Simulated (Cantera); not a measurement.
Input (Python, Cantera):

```python
import numpy as np
import cantera as ct

gas = ct.Solution("gri30.yaml")
gas.TPX = 1025, 16000, {'H2': 0.34, 'O2': 1, 'N2': 19}
reactor = ct.IdealGasConstPressureReactor(gas, energy="off", clone=False)
net = ct.ReactorNet([reactor])
net.rtol, net.atol = 1e-08, 1e-18
show = ['H2', 'O2', 'NO', 'N2O', 'NO2', 'OH']
times = np.geomspace(4e-05, 300, 10)

steps = ct.SolutionArray(gas, extra=["t"])
rows = []
print(f"{'t/s':>10s}{'T/K':>9s}{'P/Pa':>11s}" + "".join(f"{s:>11s}" for s in show))
for t in times:
    while net.time < t:
        t_next = net.step()
        steps.append(gas.state, t=t_next)
    rows.append([np.interp(t, steps.t, y) for y in (steps.T, steps.P, *steps(*show).X.T)])
    print(f"{t:10.3e}{rows[-1][0]:9.1f}{rows[-1][1]:11.4g}" + "".join(f"{x:11.3e}" for x in rows[-1][2:]))
rate = np.gradient(steps.T, steps.t)
print("integrator steps:", len(steps.t))
if steps.T.max() > steps.T[0] + 200:
    print(f"time of steepest temperature rise: {steps.t[rate.argmax()]:.4e} s")
gas.TPX = 1025, 16000, {'H2': 0.34, 'O2': 1, 'N2': 19}
gas.equilibrate("TP")
print(f"equilibrium (TP): T = {gas.T:.1f} K  " + "  ".join(f"{s} {gas[s].X[0]:.3e}" for s in show))
```

Output:

```
       t/s      T/K       P/Pa         H2         O2         NO        N2O        NO2         OH
 4.000e-05   1025.0    1.6e+04  1.672e-02  4.916e-02  1.819e-25  1.223e-19  7.912e-35  5.095e-13
 2.322e-04   1025.0    1.6e+04  1.672e-02  4.916e-02  3.739e-23  6.782e-18  4.381e-31  8.146e-12
 1.349e-03   1025.0    1.6e+04  1.672e-02  4.916e-02  2.384e-19  6.235e-15  2.850e-25  3.016e-09
 7.830e-03   1025.0    1.6e+04  4.679e-04  4.117e-02  2.443e-07  1.420e-08  6.685e-11  2.164e-04
 4.546e-02   1025.0    1.6e+04  1.286e-05  4.115e-02  2.490e-07  2.245e-08  3.130e-09  1.626e-05
 2.640e-01   1025.0    1.6e+04  4.145e-07  4.115e-02  2.457e-07  2.381e-08  6.384e-09  3.786e-06
 1.533e+00   1025.0    1.6e+04  9.986e-09  4.115e-02  2.479e-07  2.426e-08  4.275e-09  1.122e-06
 8.899e+00   1025.0    1.6e+04  9.611e-10  4.115e-02  2.503e-07  2.436e-08  1.834e-09  4.135e-07
 5.167e+01   1025.0    1.6e+04  1.515e-10  4.115e-02  2.511e-07  2.351e-08  1.042e-09  1.693e-07
 3.000e+02   1025.0    1.6e+04  4.542e-11  4.115e-02  2.505e-07  1.823e-08  1.688e-09  9.002e-08
integrator steps: 1654
equilibrium (TP): T = 1025.0 K  H2 3.783e-11  O2 4.114e-02  NO 1.991e-05  N2O 6.980e-10  NO2 1.595e-07  OH 8.023e-08
```

Model: GRI-Mech 3.0 (53 species, 325 reactions), integrated in Cantera.
